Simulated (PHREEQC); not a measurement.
1 kg of water holding 0.13 mol/kgw MgSO4, 0.0059 mol/kgw KCl and 0.0046 mol/kgw CaCl2 is evaporated at 25 °C; the solids stay in contact with the brine. No CO2 enters from the air. The run lets Arcanite, Bischofite, Brucite, Carnallite, Epsomite, Gypsum, Anhydrite, Hexahydrite, Kainite, Kieserite, Leonite, Misenite, Polyhalite, Portlandite, Schoenite, Sylvite, Syngenite, MgCl2_4H2O precipitate or redissolve, and no other solid.

Model: Pitzer model, pitzer.dat, run in PHREEQC.

```tsv
water left (kg)	ionic strength	water activity	Epsomite (mol)
1	0.540	0.997	0
0.8219	0.657	0.996	0
0.6755	0.799	0.996	0
0.5552	0.972	0.995	0
0.4563	1.18	0.994	0
0.375	1.44	0.992	0
0.3082	1.74	0.991	0
0.2533	?	0.989	0
0.2081	?	0.986	0
0.1711	3.10	0.984	0
0.1406	3.76	0.980	0
0.1155	4.57	0.975	0
0.0949	5.54	0.968	0
0.07795	6.73	0.958	0
0.06403	8.18	0.944	0
0.0526	9.94	0.922	0
0.04293	12.0	0.891	0.00211
0.03052	11.9	0.886	0.0393
0.02033	11.9	0.877	0.0698
0.01219	11.5	0.864	?
0.005664	10.7	0.821	0.111
```

Q: Fill in the missing entries.

A: 
- 0.2533, ionic strength: 2.11
- 0.2081, ionic strength: 2.55
- 0.01219, Epsomite (mol): 0.0932

Complexes and solids missing from the database can't appear.
